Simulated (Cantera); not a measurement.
Input (Python, Cantera) and output of one run.

```python
import numpy as np
import cantera as ct

gas_names = [...]  # 114 gases of nasa_gas.yaml made of C, Fe, H, O
cond_names = """
    C(gr) C6H6(L) C7H8(L) C8H18(L),n-octa Fe(a) Fe(c) Fe(d) Fe(L) FeC5O5(L) FeO(s) FeO(L) Fe(OH)2(s)
    Fe(OH)3(s) Fe2O3(s) Fe3O4(s) H2O(s) H2O(L)
""".split()


# ... load() reads the species with a 1 bar reference pressure and builds the phases ...
atoms = {
    'Fe': {'Fe': 1},
    'CO': {'C': 1, 'O': 1},
    'H2': {'H': 2},
    'H2O': {'H': 2, 'O': 1},
}
top_T = {'C(gr)': 4500, 'Fe2O3(s)': 1830, 'Fe3O4(s)': 1870}  # K; cautious upper limits of use, not melting points


# ... equilibrate(T, P, feed) seeds the gas with the atoms and calls Mixture.equilibrate('TP', solver="vcs", rtol=1e-11, max_steps=5000) ...
results = []
feed = {'Fe': 1, 'CO': 7.8, 'H2': 3.4, 'H2O': 6.6}  # mol
T = 1425  # K
P = 60  # Pa
mix = equilibrate(T, P, feed)
results.append((T, P, feed, dict(zip(mix.species_names, mix.species_moles))))
x = sorted(zip(gas.X, gas.species_names), reverse=True)
print(f"T = {T:g} K  P = {P:g} Pa  gas = {mix.phase_moles(0):.4g} mol")
print("   x: " + "  ".join(f"{s} {v:.3e}" for v, s in x if v > 1e-05))
print("   condensed (mol): " + ("  ".join(f"{mix.phase(i).name} {mix.phase_moles(i):.4g}"
      for i in range(1, mix.n_phases) if mix.phase_moles(i) > 1e-12) or "none"))
```

Output:

```
T = 1425 K  P = 60 Pa  gas = 17.8 mol
   x: H2 3.430e-01  CO 3.422e-01  H2O 2.187e-01  CO2 9.593e-02  H 1.631e-04  Fe 2.822e-05
   condensed (mol): FeO(s) 0.9995
```

These are equilibrium values from Cantera (NASA tables, ideal gas, pure condensed phases), not measurements of a reactor. The tables' stoichiometric FeO is somewhat more stable than real wüstite, so its field is too wide. FeO: taken at fixed stoichiometry.
